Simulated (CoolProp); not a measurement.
Vapour-liquid equilibrium of C2F6 (R116) (1) + R143a (2) at 221.3 K; x and y are mole fractions of (1).

The numbers come from the multi-fluid Helmholtz-energy mixture model, Lemmon 2006 and Lemmon and Jacobsen 2000; pair parameters Bell 2016 in CoolProp.

### Question
Give the bubble pressure and the first vapour's composition at x = 0.275, 0.8, 0.95. Is there an azeotrope?

### Answer
x = 0.275: 0.2414 MPa, y = 0.719; x = 0.8: 0.3283 MPa, y = 0.881; x = 0.95: 0.3417 MPa, y = 0.959. No azeotrope shows between x = 0.05 and 0.95.

The pair parameters rest on a limited set of measurements; away from them the model extrapolates. With so large a gap from Raoult's law the liquid may split in two, which this calculation doesn't test in full.
